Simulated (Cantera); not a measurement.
Feed: 1 mol S, 0.062 mol O2, held at 1748.15 K and 278 Torr.

These are equilibrium values from Cantera (NASA tables, ideal gas, pure condensed phases), not measurements of a reactor. Candidate condensed phases: S; 10 gas species. The numbers say what is thermodynamically allowed, not how fast it happens.

Base state: S2 0.870, SO2 0.104, SO 0.0137, S2O 0.0108, S 0.000740 (mole fractions); condensed: gas only.

Q: What changes in the equilibrium state with this change: temperature from 1748.15 K to 2723 K?

A: 
```json
[
 {"species": "S2", "before": "0.870", "after": "0.682"},
 {"species": "S", "before": "0.000740", "after": "0.141"},
 {"species": "SO", "before": "0.0137", "after": "0.140"},
 {"species": "SO2", "before": "0.104", "after": "0.0320"},
 {"species": "S2O", "before": "0.0108", "after": "0.00444"},
 {"species": "O", "before": "1.65e-8", "after": "0.000449"},
 {"species": "O2", "before": "1.87e-8", "after": "4.71e-5"}
]
```

Q: What changes in the equilibrium state with this change: O2 from 0.062 to 0.48 mol?

A: 
```csv
species,before,after
SO2,0.104,0.627
S2,0.870,0.334
SO,0.0137,0.0263
S2O,0.0108,0.0129
S,0.000740,0.000458
```
